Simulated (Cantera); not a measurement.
A closed system holds: 1 mol SiCl₄, 1.3 mol N₂, 7.9 mol H₂, equilibrated at 54.0 mbar.

Cantera equilibrium calculation (NASA polynomials, part measured and part estimated; ideal gas, pure solids and liquids). Candidate condensed phases: NH₄Cl, Si, Si₃N₄; 28 gas species. N₂ is the only nitrogen source here; it is nearly inert below about 1500 K, so the nitride shown seldom forms there in practice. The tables' values for SiCl₃, SiCl are old estimates; treat these amounts as uncertain. Gases not in the tables: Si₂H₆ and higher silanes. Rates play no part.

x: gas mole fraction; n: condensed amount in mol.

| T (K) | x H₂ | x HCl | x N₂ | x SiCl₂ | x SiCl₄ | x SiCl₃ | n Si₃N₄(s) |
|---|---|---|---|---|---|---|---|
| 1250 | 0.586 | 0.332 | 0.0690 | 0.000495 | 0.0109 | 0.000868 | 0.288 |
| 1300 | 0.585 | 0.332 | 0.0692 | 0.00131 | 0.00976 | 0.00147 | 0.287 |
| 1350 | 0.585 | 0.330 | 0.0701 | 0.00316 | 0.00848 | 0.00232 | 0.281 |
| 1400 | 0.585 | 0.324 | 0.0721 | 0.00686 | 0.00699 | 0.00336 | 0.270 |
| 1450 | 0.587 | 0.313 | 0.0757 | 0.0134 | 0.00532 | 0.00441 | [?] |
| 1500 | 0.591 | 0.295 | 0.0811 | 0.0232 | 0.00364 | 0.00516 | [?] |
| 1550 | 0.596 | 0.272 | 0.0882 | 0.0360 | 0.00223 | 0.00538 | [?] |
| 1600 | 0.602 | 0.244 | 0.0964 | 0.0507 | 0.00124 | 0.00505 | [?] |
| 1650 | 0.609 | 0.214 | 0.105 | 0.0659 | 0.000636 | 0.00437 | [?] |
| 1700 | 0.616 | 0.185 | 0.113 | 0.0805 | 0.000309 | 0.00356 | [?] |
| 1750 | 0.618 | 0.175 | 0.116 | 0.0861 | 0.000165 | 0.00283 | 0 |
| 1800 | 0.617 | 0.176 | 0.116 | 0.0867 | 9.67e-5 | 0.00228 | 0 |
| 1850 | 0.616 | 0.177 | 0.116 | 0.0869 | 5.81e-5 | 0.00185 | 0 |

Question: What belongs in the gaps?

Answer: 
- 1450, n Si₃N₄(s): 0.249
- 1500, n Si₃N₄(s): 0.216
- 1550, n Si₃N₄(s): 0.174
- 1600, n Si₃N₄(s): 0.124
- 1650, n Si₃N₄(s): 0.0716
- 1700, n Si₃N₄(s): 0.0192
